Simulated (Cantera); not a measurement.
An adiabatic, constant-volume homogeneous reactor starts with CH₄ : CO : O₂ : N₂ = 1 : 0.061 : 2.09 : 7.87 (molar parts), equivalence ratio 0.97, at 1348 K and 2.40 bar. Integrator tolerance rtol = 1e-08.

Cantera simulation using GRI-Mech 3.0 (53 species, 325 reactions); the numbers are that mechanism's predictions, not measurements.

```
quantity                                                            before                                      after
---------------------------------  ---------------------------------------  -----------------------------------------
time of steepest temperature rise                                  3.06 ms                                    3.72 ms
temperature at 4.00 s                                               2923 K                                     2936 K
equilibrium temperature                                             2923 K                                     2936 K
x(CH₄) at 4.00 s                     <1e-12 (gas-phase equilibrium <1e-12)  3.30e-12 (gas-phase equilibrium 3.87e-12)
x(CO) at 4.00 s                      0.0398 (gas-phase equilibrium 0.0398)      0.0915 (gas-phase equilibrium 0.0915)
x(O₂) at 4.00 s                      0.0204 (gas-phase equilibrium 0.0204)    0.00147 (gas-phase equilibrium 0.00147)
x(C₂H₆) at 4.00 s                    <1e-12 (gas-phase equilibrium <1e-12)      <1e-12 (gas-phase equilibrium <1e-12)
x(CH₂) at 4.00 s                     <1e-12 (gas-phase equilibrium <1e-12)  4.92e-12 (gas-phase equilibrium 5.20e-12)
x(CO₂) at 4.00 s                     0.0529 (gas-phase equilibrium 0.0529)      0.0320 (gas-phase equilibrium 0.0320)
x(O) at 4.00 s                     0.00533 (gas-phase equilibrium 0.00533)    0.00146 (gas-phase equilibrium 0.00146)
```

Problem. Name the change that produced these shifts.
(A) CH4 1 to 0.74 parts
(B) initial temperature 1348 to 1125 K
(C) CH4 1 to 1.5 parts
(D) constant pressure in place of constant volume

Solution. C, CH4 1 to 1.5 parts
